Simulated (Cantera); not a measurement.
Mixture: CH₄ : H₂ : O₂ : N₂ = 1 : 1.2 : 6.05 : 22.7 (molar parts), equivalence ratio 0.43, at 49000 Pa, adiabatic and at constant pressure. Ignition delay is the time to a rise of 400 K.

Cantera simulation using GRI-Mech 3.0 (53 species, 325 reactions); the numbers are that mechanism's predictions, not measurements.

**Question.** What does this change do: H2 1.2 to 1.6 parts?

**Answer.** 
| quantity | before | after |
|---|---|---|
| delay at 1075 K | 2.37 ms | 1.61 ms |
| delay at 1175 K | 0.907 ms | 0.619 ms |
| delay at 1275 K | 0.438 ms | 0.307 ms |
| delay at 1375 K | 0.251 ms | 0.181 ms |
| delay at 1475 K | 0.160 ms | 0.119 ms |
| delay at 1575 K | 0.109 ms | 82.9 µs |
| apparent activation energy between 1375 and 1575 K | 75 kJ/mol | 70 kJ/mol |
